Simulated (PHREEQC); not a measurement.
Consider water at 25 °C with 14 mmol/kgw HNO3, 0.21 mmol/kgw NaCl and 0.049 mmol/kgw MgCl2. Closed to the air; pH follows from the charge balance.

All values are PHREEQC results (ion-association model, phreeqc.dat), not measurements.

```
Quantity                      Result
--------------------  --------------
pH                              1.90
ionic strength        0.0144 mol/kgw
specific conductance      5460 µS/cm
total alkalinity        -14.0 meq/kg
```

```tsv
species	molality	activity	log γ
H+	0.0140	0.0126	-0.045
NO3-	0.0140	0.0123	-0.055
Cl-	0.000308	0.000273	-0.053
Na+	0.000210	0.000187	-0.051
Mg+2	4.90e-5	3.11e-5	-0.198
```

This is a speciation only: nothing precipitates in the calculation. Complexes and solids missing from the database can't appear.
